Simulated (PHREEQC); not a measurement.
Solution (25 °C): 0.023 mol/kgw CsCl, 0.001 mol/kgw CsOH and 0.0013 mol/kgw (NH4)2CO3. Closed to the air; pH follows from the charge balance.

The numbers come from PHREEQC with the ion-association model, wateq4f.dat.

This is a speciation only: nothing precipitates in the calculation.

**Question.** What pH does the model give?

**Answer.** pH 9.72.

**Question.** In which forms is C present?

**Answer.** HCO3- 72 %, CO3-2 28 % of the C.
